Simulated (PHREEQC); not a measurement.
Solution (25 °C): 0.23 mol HF, 0.00095 mol NH4F, 2.2e-05 mol H4SiO4 and 0.00027 mol H2SO4 per kg of water. Closed to the air; pH follows from the charge balance.

Computed with PHREEQC (ion-association model, phreeqc.dat).

No solid was allowed to form.

Problem. Order these F species by the share of F that they hold, largest first: HF, F-, HF2-.

Solution. HF (89 %), HF2- (6.9 %), F- (4.4 %)

The pH is 1.81 and the ionic strength 0.0186 mol/kgw. SiF6-2 is the database's only silicon fluoride.
